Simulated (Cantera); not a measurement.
**Thermodynamics of hydrogen reduction and annealing atmospheres, feed TiO2 + H2**

A closed system holds: 1 mol TiO2, a varied amount of H2, at 1400 K and 1.35 Torr.

Equilibrium computed with Cantera from the NASA thermochemical tables; the gas is ideal and each condensed phase is pure. Candidate condensed phases: H2O, Ti, TiO, TiO2, Ti2O3, Ti3O5, Ti4O7; 12 gas species. Mutual solubility and eutectic melting of coexisting phases are not modelled. Condensed phases not in the tables: Magnéli phases beyond Ti4O7. Equilibrium is a limit: real reactors are often held back by kinetics, nucleation or transport.

```tsv
n(H2) (mol)	x H2	x H2O	x H	x OH	n TiO2(rutile)	n Ti4O7(s)	n Ti3O5(s)
3.9	0.993	0.00727	0.000114	1.66e-8	0.887	0.0284	0
7.2	0.993	0.00727	0.000114	1.66e-8	0.791	0.0524	0
13	0.993	0.00727	0.000114	1.66e-8	0.622	0.0946	0
24	0.993	0.00727	0.000114	1.66e-8	0.302	0.175	0
44	0.994	0.00568	0.000114	1.30e-8	0	0.250	0
82	0.997	0.00305	0.000114	6.96e-9	0	0.250	0
150	0.998	0.00170	0.000115	3.88e-9	0	0.233	0.0222
280	0.999	0.00119	0.000115	2.71e-9	0	0	0.333
510	0.999	0.000654	0.000115	1.49e-9	0	0	0.333
930	1.000	0.000358	0.000115	8.17e-10	0	0	0.333
```
x: gas mole fraction; n: condensed amount in mol.

From 3.9 mol H2 to 24 mol H2 the condensed part is TiO2(rutile) + Ti4O7(s). From 44 mol H2 to 82 mol H2 the condensed part is Ti4O7(s). At 150 mol H2 the condensed part is Ti3O5(s) + Ti4O7(s). From 280 mol H2 to 930 mol H2 the condensed part is Ti3O5(s).
